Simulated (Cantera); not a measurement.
Mixture: CO : H2 : CH4 : O2 : N2 = 1 : 0.046 : 0.72 : 1.31 : 4.97 (molar parts), equivalence ratio 1.5, at 6900 Torr, adiabatic and at constant pressure. Ignition delay is the time to a rise of 400 K.

Model: GRI-Mech 3.0 (53 species, 325 reactions), integrated in Cantera.

Predict: delay at 1225 K; delay at 1325 K; delay at 1425 K; delay at 1525 K; delay at 1625 K; delay at 1725 K; delay at 1825 K; apparent activation energy between 1625 and 1825 K.

delay at 1225 K: 4.61 ms
delay at 1325 K: 1.42 ms
delay at 1425 K: 0.473 ms
delay at 1525 K: 0.172 ms
delay at 1625 K: 68.7 µs
delay at 1725 K: 30.4 µs
delay at 1825 K: 14.9 µs
apparent activation energy between 1625 and 1825 K: 190 kJ/mol
